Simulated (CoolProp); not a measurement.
Vapour-liquid equilibrium of benzene (1) + n-octane (2) at 0.317 bar; x and y are mole fractions of (1).

The numbers come from the multi-fluid Helmholtz-energy mixture model, Thol 2012 and Beckmüller 2019; pair parameters Bell 2016 in CoolProp.

Question: Give the bubble temperature and the first vapour's composition at x = 0.05, 0.2, 0.8. Is there an azeotrope?

Answer: x = 0.05: 356.3 K, y = 0.210; x = 0.2: 343.9 K, y = 0.580; x = 0.8: 323.4 K, y = 0.942. No azeotrope shows between x = 0.05 and 0.95.

The pair parameters rest on a limited set of measurements; away from them the model extrapolates.
